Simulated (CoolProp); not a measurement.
A simple Rankine cycle with hydrogen sulfide: condensing at 312.15 K, boiler at 6.02 MPa, turbine inlet 500.2 K, turbine efficiency 0.65, pump efficiency 0.7, no recuperator. Each further row changes one setting.

Values from CoolProp's reference Helmholtz-energy equation of state, Lemmon 2006. It is a short technical equation, of lower accuracy than the large ones.

| case | thermal efficiency (%) | net work (kJ/kg) | heat in (kJ/kg) | turbine exit temperature (K) | volume ratio over the turbine |
|---|---|---|---|---|---|
| as stated | 7.6 | 44.7 | 592 | 438.3 | 1.93 |
| turbine inlet 520.2 K | 7.7 | 47.5 | 617 | 457.5 | 1.93 |
| condensing temperature 304.15 K | 9.0 | 54.9 | 610 | 425.4 | 2.26 |
| boiler pressure 4.21 MPa | 4.3 | 26.3 | 607 | 467.4 | 1.42 |
| turbine efficiency 0.55 | 6.2 | 36.9 | 592 | 445.0 | 1.96 |
